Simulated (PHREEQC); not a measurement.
Consider water at 75 °C with 0.18 mol/kgw HF, 0.085 mol/kgw CsF and 0.087 mol/kgw H2SO4. Closed to the air; pH follows from the charge balance.

The numbers come from PHREEQC with the ion-association model, wateq4f.dat.

Each row changes one thing in this solution. No solid was allowed to form.

| case | pH | ionic strength (mol/kgw) | HF (mol/kgw) | HSO4- (mol/kgw) | SO4-2 (mol/kgw) | H2F2 (mol/kgw) |
|---|---|---|---|---|---|---|
| as made | 1.64 | 0.134 | 0.219 | 0.0668 | 0.0202 | 0.0181 |
| diluted 100-fold with water | 2.95 | 0.00270 | 0.00213 | 0.000212 | 0.000658 | 1.67e-6 |
| H2SO4 from 0.087 to 0.87 mol/kgw | ? | 0.907 | 0.220 | ? | 0.0185 | 0.0220 |
| CsF from 0.085 to 0.425 mol/kgw | 3.17 | 0.508 | 0.193 | 0.00528 | 0.0817 | 0.0153 |
| 0.0026 mol/kgw LiOH added | 1.66 | 0.136 | 0.218 | 0.0659 | 0.0210 | 0.0181 |

Question: Complete the blanks.

Answer: 
- H2SO4 from 0.087 to 0.87 mol/kgw, pH: 0.23
- H2SO4 from 0.087 to 0.87 mol/kgw, HSO4- (mol/kgw): 0.852

The ionic strength passes 0.7 mol/kgw, the rough limit of the ion-association models, in H2SO4 from 0.087 to 0.87 mol/kgw. wateq4f.dat counts part of the HF as a dimer, H2F2, which phreeqc.dat doesn't know; its constant is uncertain. At this temperature some constants are extrapolated from 25 °C, and those without enthalpy data are left unchanged.
